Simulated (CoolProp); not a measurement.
Vapour-liquid equilibrium of R1234yf (1) + R134a (2) at 8.69 bar; x and y are mole fractions of (1).

Model: multi-fluid Helmholtz-energy mixture model, Lemmon 2022 and Tillner-Roth 1994; pair parameters Bell 2022, in CoolProp.

| x | bubble temperature (K) | y at the bubble point | dew temperature at overall composition x (K) | liquid density (mol/L) |
|---|---|---|---|---|
| 0.05 | 307.0 | 0.058 | 307.1 | 11.34 |
| 0.2 | 306.2 | 0.217 | 306.2 | 10.96 |
| 0.35 | 305.6 | ? | 305.7 | 10.61 |
| 0.5 | 305.4 | 0.502 | 305.4 | 10.27 |
| 0.65 | 305.5 | 0.642 | 305.5 | 9.956 |
| 0.8 | 305.9 | ? | 306.0 | 9.657 |
| 0.95 | 306.7 | ? | 306.7 | 9.372 |

### Question
Complete the blanks.

### Answer

- 0.35, y at the bubble point: 0.363
- 0.8, y at the bubble point: 0.787
- 0.95, y at the bubble point: 0.944

y crosses x between x = 0.5 and 0.65: the model has an azeotrope there.

The pair parameters rest on a limited set of measurements; away from them the model extrapolates.
